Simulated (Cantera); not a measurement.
Sublimation and decomposition of ceramics: Al2O3 + C + N2

Input: 1 mol Al2O3, a varied amount of C, 6.7 mol N2, at 2200 K and 23.0 Pa.

Method: chemical equilibrium by Gibbs-energy minimisation in Cantera with the NASA 1993 tables (ideal gas, pure condensed phases). Candidate condensed phases: Al, AlN, Al2O3, C; 32 gas species. Kinetics and transport are ignored.

From 0.046 mol C to 0.53 mol C the condensed part is Al2O3(s). The main Al-bearing gas is Al throughout. The share of Al in condensed phases is highest at 0.046 mol C (98.2 %) and lowest at 0.53 mol C (80.1 %).

```
n(C) (mol)   x N2     x CO     x Al    x Al2O     x AlO       x O  n Al2O3(s)
----------  -----  -------  -------  --------  --------  --------  ----------
0.046       0.988  0.00676  0.00405  0.000435  0.000339  0.000263       0.982
0.06        0.985  0.00879  0.00515  0.000600  0.000368  0.000224       0.977
0.078       0.981   0.0114  0.00655  0.000825  0.000398  0.000191       0.971
0.1         0.975   0.0145  0.00822   0.00112  0.000430  0.000164       0.963
0.13        0.969   0.0188   0.0105   0.00154  0.000465  0.000140       0.952
0.18        0.957   0.0257   0.0140   0.00228  0.000514  0.000115       0.933
0.23        0.946   0.0324   0.0175   0.00306  0.000553   9.91e-5       0.914
0.3         0.931   0.0417   0.0221   0.00418  0.000597   8.47e-5       0.888
0.4         0.911   0.0543   0.0284   0.00583  0.000649   7.18e-5       0.850
0.53        0.885   0.0700   0.0359   0.00798  0.000702   6.13e-5       0.801
```
x: gas mole fraction; n: condensed amount in mol.
